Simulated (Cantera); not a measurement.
A Cantera script and its output.

```python
import numpy as np
import cantera as ct

gas = ct.Solution("gri30.yaml")
gas.TPX = 1000, 2800, {'H2': 0.0028, 'O2': 1, 'N2': 1.9}
reactor = ct.IdealGasConstPressureReactor(gas, energy="off", clone=False)
net = ct.ReactorNet([reactor])
net.rtol, net.atol = 1e-08, 1e-18
show = ['H2', 'O2', 'H2O2', 'HO2', 'N2O']
times = np.geomspace(3e-06, 20, 15)

steps = ct.SolutionArray(gas, extra=["t"])
rows = []
print(f"{'t/s':>10s}{'T/K':>9s}{'P/Pa':>11s}" + "".join(f"{s:>11s}" for s in show))
for t in times:
    while net.time < t:
        t_next = net.step()
        steps.append(gas.state, t=t_next)
    rows.append([np.interp(t, steps.t, y) for y in (steps.T, steps.P, *steps(*show).X.T)])
    print(f"{t:10.3e}{rows[-1][0]:9.1f}{rows[-1][1]:11.4g}" + "".join(f"{x:11.3e}" for x in rows[-1][2:]))
rate = np.gradient(steps.T, steps.t)
print("integrator steps:", len(steps.t))
if steps.T.max() > steps.T[0] + 200:
    print(f"time of steepest temperature rise: {steps.t[rate.argmax()]:.4e} s")
gas.TPX = 1000, 2800, {'H2': 0.0028, 'O2': 1, 'N2': 1.9}
gas.equilibrate("TP")
print(f"equilibrium (TP): T = {gas.T:.1f} K  " + "  ".join(f"{s} {gas[s].X[0]:.3e}" for s in show))
```

Output:

```
       t/s      T/K       P/Pa         H2         O2       H2O2        HO2        N2O
 3.000e-06   1000.0       2800  9.646e-04  3.445e-01  6.796e-22  2.032e-14  1.568e-21
 9.216e-06   1000.0       2800  9.646e-04  3.445e-01  6.167e-21  6.246e-14  4.820e-21
 2.831e-05   1000.0       2800  9.646e-04  3.445e-01  5.693e-20  1.922e-13  1.482e-20
 8.697e-05   1000.0       2800  9.646e-04  3.445e-01  5.353e-19  5.929e-13  4.586e-20
 2.672e-04   1000.0       2800  9.646e-04  3.445e-01  5.075e-18  1.837e-12  1.472e-19
 8.208e-04   1000.0       2800  9.646e-04  3.445e-01  4.834e-17  5.708e-12  5.543e-19
 2.521e-03   1000.0       2800  9.646e-04  3.445e-01  4.618e-16  1.782e-11  3.118e-18
 7.746e-03   1000.0       2800  9.646e-04  3.445e-01  4.487e-15  5.822e-11  3.573e-17
 2.380e-02   1000.0       2800  9.646e-04  3.445e-01  6.187e-14  4.129e-10  2.057e-15
 7.310e-02   1000.0       2800  7.690e-04  3.443e-01  1.390e-08  1.121e-06  5.751e-11
 2.246e-01   1000.0       2800  2.258e-06  3.440e-01  4.439e-09  3.434e-07  3.456e-09
 6.899e-01   1000.0       2800  1.874e-07  3.441e-01  2.932e-09  1.447e-07  6.509e-09
 2.119e+00   1000.0       2800  2.619e-08  3.442e-01  1.519e-09  4.746e-08  8.146e-09
 6.510e+00   1000.0       2800  3.115e-09  3.442e-01  3.894e-10  1.173e-08  8.836e-09
 2.000e+01   1000.0       2800  3.952e-10  3.442e-01  7.373e-11  2.520e-09  9.124e-09
integrator steps: 1326
equilibrium (TP): T = 1000.0 K  H2 8.648e-13  O2 3.442e-01  H2O2 2.668e-13  HO2 5.420e-11  N2O 4.602e-10
```

Detailed kinetics in Cantera: GRI-Mech 3.0 (53 species, 325 reactions). Radical loss at walls, strong at low pressure, is not modelled.
